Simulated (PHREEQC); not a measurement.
Dissolve 1.7 mmol/kgw NaHSO4 and 18 mmol/kgw Na2CO3 at 20 °C. Closed to the air; pH follows from the charge balance.

Equilibrium calculation in PHREEQC: Pitzer model, pitzer.dat.

Q: The ionic strength comes out as 0.0550 mol/kgw. What activity coefficients do CO3-2, OH-, Na+, HCO3-, SO4-2 get?

A: CO3-2 0.44, OH- 0.81, Na+ 0.81, HCO3- 0.90, SO4-2 0.43. Single-ion values are on the MacInnes scale.

No solid was allowed to form.
